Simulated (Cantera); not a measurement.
**Adiabatic ignition**

An adiabatic, constant-pressure homogeneous reactor starts with CO : H₂ : O₂ : N₂ : H₂O = 1 : 0.97 : 0.985 : 3.7 : 0.44 (molar parts), at 1525 K and 0.370 bar.

Computed with Cantera and GRI-Mech 3.0 (53 species, 325 reactions).

```json
[
 {"t (s)": "1.00e-6", "T (K)": "1525", "x CO": "0.141", "x H₂": "0.137", "x O₂": "0.139", "x HO₂": "6.04e-8", "x OH": "1.15e-8"},
 {"t (s)": "2.77e-6", "T (K)": "1525", "x CO": "0.141", "x H₂": "0.137", "x O₂": "0.139", "x HO₂": "1.64e-7", "x OH": "5.65e-8"},
 {"t (s)": "7.65e-6", "T (K)": "1525", "x CO": "0.141", "x H₂": "0.137", "x O₂": "0.139", "x HO₂": "4.45e-7", "x OH": "4.57e-7"},
 {"t (s)": "2.11e-5", "T (K)": "1525", "x CO": "0.141", "x H₂": "0.136", "x O₂": "0.139", "x HO₂": "3.89e-6", "x OH": "3.96e-5"},
 {"t (s)": "5.85e-5", "T (K)": "1690", "x CO": "0.107", "x H₂": "0.0269", "x O₂": "0.0645", "x HO₂": "1.14e-5", "x OH": "0.0150"},
 {"t (s)": "0.000162", "T (K)": "2021", "x CO": "0.0757", "x H₂": "0.0320", "x O₂": "0.0479", "x HO₂": "5.44e-6", "x OH": "0.0225"},
 {"t (s)": "0.000447", "T (K)": "2340", "x CO": "0.0748", "x H₂": "0.0273", "x O₂": "0.0423", "x HO₂": "3.58e-6", "x OH": "0.0264"},
 {"t (s)": "0.00124", "T (K)": "2605", "x CO": "0.0677", "x H₂": "0.0214", "x O₂": "0.0357", "x HO₂": "4.84e-6", "x OH": "0.0259"},
 {"t (s)": "0.00342", "T (K)": "2659", "x CO": "0.0654", "x H₂": "0.0200", "x O₂": "0.0330", "x HO₂": "5.48e-6", "x OH": "0.0250"},
 {"t (s)": "0.00946", "T (K)": "2655", "x CO": "0.0656", "x H₂": "0.0201", "x O₂": "0.0314", "x HO₂": "5.23e-6", "x OH": "0.0244"},
 {"t (s)": "0.0262", "T (K)": "2653", "x CO": "0.0656", "x H₂": "0.0202", "x O₂": "0.0306", "x HO₂": "5.12e-6", "x OH": "0.0241"},
 {"t (s)": "0.0723", "T (K)": "2653", "x CO": "0.0656", "x H₂": "0.0202", "x O₂": "0.0306", "x HO₂": "5.11e-6", "x OH": "0.0241"},
 {"t (s)": "0.200", "T (K)": "2653", "x CO": "0.0656", "x H₂": "0.0202", "x O₂": "0.0306", "x HO₂": "5.11e-6", "x OH": "0.0241"}
]
```
x: mole fraction; the columns are a selection and need not sum to one.

```yaml
time_of_steepest_temperature_rise: 43.1 µs
temperature at 0.200 s: 2653 K
equilibrium_temperature: 2653 K
x(CO) at 0.200 s: 0.0656 (gas-phase equilibrium 0.0656)
x(H₂) at 0.200 s: 0.0202 (gas-phase equilibrium 0.0202)
x(O₂) at 0.200 s: 0.0306 (gas-phase equilibrium 0.0306)
```
